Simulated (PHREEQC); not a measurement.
0.12 g of hydrous ferric oxide (600 m²/g; 0.2 weak and 0.005 strong sites per Fe, Dzombak-Morel constants, diffuse double layer) in 1 kg of water with 0.3 mol/kgw of an inert sodium salt, at 25 °C; the pH is set by adding NaOH or the inert anion's acid. Oxygen alone is held at its pressure in air (log pO2 = -0.68). CO2 from the air is kept out. No solid was allowed to form.

Base run: PHREEQC, ion-association model, wateq4f.dat. Each further column changes one thing. The table gives surface charge σ (C/m²).

```
pH      base  background salt from 0.3 to 0.03 mol/kgw  oxide from 0.12 to 0.6 g/kgw  0.0011 mol/kgw H3BO3 added
----  ------  ----------------------------------------  ----------------------------  --------------------------
3      0.368                                     0.350                         0.368                       0.368
3.38   0.365                                     0.329                         0.365                       0.365
3.75   0.357                                (withheld)                         0.357                       0.357
4.5    0.318                                     0.213                         0.318                       0.318
4.88   0.282                                     0.170                         0.282                       0.282
5.25   0.240                                (withheld)                         0.240                       0.240
5.62   0.196                                     0.101                         0.196                       0.196
6.38   0.116                                     0.053                         0.116                       0.116
6.75   0.085                                (withheld)                         0.085                       0.085
7.12   0.058                                     0.024                         0.058                       0.058
7.5    0.034                                     0.014                         0.034                       0.034
8.25  -0.008                                (withheld)                        -0.008                      -0.008
8.62  -0.028                                    -0.011                        -0.028                      -0.028
9     -0.051                                    -0.021                        -0.051                      -0.051
```

Fill in the missing entries.


- 3.75, background salt from 0.3 to 0.03 mol/kgw: 0.297
- 5.25, background salt from 0.3 to 0.03 mol/kgw: 0.133
- 6.75, background salt from 0.3 to 0.03 mol/kgw: 0.037
- 8.25, background salt from 0.3 to 0.03 mol/kgw: -0.003

The oxide is taken as insoluble; below pH 4 it would dissolve.
